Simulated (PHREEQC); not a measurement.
## Sulfide liquor: speciation

Make-up at 20 °C: 0.0046 mol/kgw NaHS, 0.00032 mol/kgw NaOH and 3.3e-05 mol/kgw ZnCl2. Closed to the air; pH follows from the charge balance.

The numbers come from PHREEQC with the ion-association model, phreeqc.dat.

Each row changes one thing in this solution. This is a speciation only: nothing precipitates in the calculation.

```
case                                                 pH  ionic strength (mol/kgw)  H2S (mol/kgw)
------------------------------------------------  -----  ------------------------  -------------
as made                                           10.61                   0.00494        1.05e-6
temperature from 20 to 35 °C                      10.13                   0.00494        2.06e-6
ZnCl2 left out                                    10.61                   0.00494        1.06e-6
ZnCl2 replaced by (CH3)4NCl at the same molality  10.61                   0.00497        1.06e-6
temperature from 20 to 90 °C                       8.87                   0.00494        1.85e-5
ZnCl2 replaced by NH4Cl at the same molality      10.57                   0.00494        1.18e-6
```

Some of these states are supersaturated (in Sphalerite (slow to form), for instance). Constants without temperature data keep their 25 °C values here.
